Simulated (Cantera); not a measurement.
What does this Cantera script print?

```python
import numpy as np
import cantera as ct

gas = ct.Solution("gri30.yaml")
gas.TPX = 350, 410000, {'CH4': 1, 'O2': 1.43, 'N2': 7.14}
flame = ct.FreeFlame(gas, width=0.015)
flame.set_refine_criteria(ratio=3, slope=0.08, curve=0.16)
flame.transport_model = "mixture-averaged"
flame.solve(loglevel=0, auto=True)
z, T = flame.grid, flame.T
thick = (T[-1] - T[0]) / np.gradient(T, z).max()
show = ['CH4', 'O2', 'H', 'O', 'C2H', 'NO2']
print(f"laminar burning velocity  {flame.velocity[0] * 100:.3f} cm/s")
print(f"burnt temperature         {T[-1]:.1f} K")
print(f"thermal thickness         {thick * 1e3:.4f} mm")
print(f"grid points               {len(z)}")
z0 = z[flame.heat_release_rate.argmax()]
print(f"{'z/mm':>9s}{'T/K':>9s}{'u/(m/s)':>9s}" + "".join(f"{s:>11s}" for s in show))
rows = []
for k in (-3, -2, -1.5, -1, -0.5, -0.25, 0, 0.25, 0.5, 1, 2, 4, 8):
    zz = z0 + k * thick
    rows.append([k * thick, np.interp(zz, z, T), np.interp(zz, z, flame.velocity),
                 *(np.interp(zz, z, flame.X[gas.species_index(s)]) for s in show)])
    print(f"{rows[-1][0] * 1e3:9.3f}{rows[-1][1]:9.1f}{rows[-1][2]:9.3f}" + "".join(f"{x:11.3e}" for x in rows[-1][3:]))
```

Output:

```
laminar burning velocity  4.460 cm/s
burnt temperature         1782.4 K
thermal thickness         0.8191 mm
grid points               115
     z/mm      T/K  u/(m/s)        CH4         O2          H          O        C2H        NO2
   -2.457    351.6    0.045  1.041e-01  1.489e-01  1.362e-19  1.756e-18  4.191e-31  6.258e-11
   -1.638    360.1    0.046  1.031e-01  1.479e-01  1.084e-17  8.845e-17  1.666e-28  5.205e-10
   -1.229    392.3    0.051  1.005e-01  1.453e-01  8.057e-16  1.977e-15  1.305e-25  2.931e-09
   -0.819    530.5    0.069  9.101e-02  1.342e-01  8.587e-13  1.880e-13  9.336e-21  1.766e-08
   -0.410    963.6    0.127  6.125e-02  9.360e-02  1.530e-07  1.587e-08  2.819e-13  6.094e-08
   -0.205   1305.9    0.174  3.628e-02  5.651e-02  8.921e-06  1.172e-06  2.730e-10  2.033e-08
    0.000   1611.5    0.216  1.437e-02  2.097e-02  7.476e-05  5.689e-06  1.640e-08  1.337e-09
    0.205   1742.3    0.234  6.656e-03  5.851e-03  1.128e-04  2.729e-06  5.434e-08  2.313e-10
    0.410   1778.5    0.238  4.919e-03  2.016e-03  8.270e-05  7.292e-07  4.527e-08  8.156e-11
    0.819   1794.0    0.240  4.008e-03  4.347e-04  4.794e-05  9.771e-08  2.606e-08  1.890e-11
    1.638   1796.1    0.241  3.295e-03  4.412e-05  3.625e-05  1.095e-08  1.810e-08  2.372e-12
    3.276   1793.0    0.241  2.579e-03  1.904e-06  3.519e-05  3.743e-09  1.472e-08  4.909e-13
    6.553   1788.4    0.240  1.875e-03  7.832e-09  3.517e-05  3.187e-09  1.031e-08  4.046e-13
```

Model: GRI-Mech 3.0 (53 species, 325 reactions), integrated in Cantera. Burning velocities carry a grid error of a few per cent, more on coarse grids.
